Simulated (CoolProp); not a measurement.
Toluene along the isotherm 620 K: Z from the reference equation and from simpler models built on Tc = 591.7 K, pc = 4.126 MPa, ω = 0.266; each cubic takes its own stable root.

Values from CoolProp's reference Helmholtz-energy equation of state, Lemmon 2006. It is a short technical equation, of lower accuracy than the large ones.

```json
[
 {"p (MPa)": "0.188", "phase": "gas", "reference": "0.9855"},
 {"p (MPa)": "0.375", "phase": "gas", "reference": "0.9709"},
 {"p (MPa)": "0.563", "phase": "gas", "reference": "0.9560"},
 {"p (MPa)": "0.75", "phase": "gas", "reference": "0.9409"},
 {"p (MPa)": "0.938", "phase": "gas", "reference": "0.9255"},
 {"p (MPa)": "1.13", "phase": "gas", "reference": "0.9094"},
 {"p (MPa)": "1.31", "phase": "gas", "reference": "0.8941"},
 {"p (MPa)": "1.5", "phase": "gas", "reference": "0.8776"},
 {"p (MPa)": "1.69", "phase": "gas", "reference": "0.8607"},
 {"p (MPa)": "1.88", "phase": "gas", "reference": "0.8434"},
 {"p (MPa)": "2.06", "phase": "gas", "reference": "0.8267"}
]
```

Problem. How far does each simpler model (van der Waals, Soave-Redlich-Kwong) lie from the reference over these 11 states: mean and median of the absolute difference, and the worst?

Solution. 
- van der Waals: mean 1.5 %, median 1.5 %, worst +2.8 % at 620 K and 2.06 MPa
- Soave-Redlich-Kwong: mean 0.8 %, median 0.8 %, worst +1.6 % at 620 K and 2.06 MPa
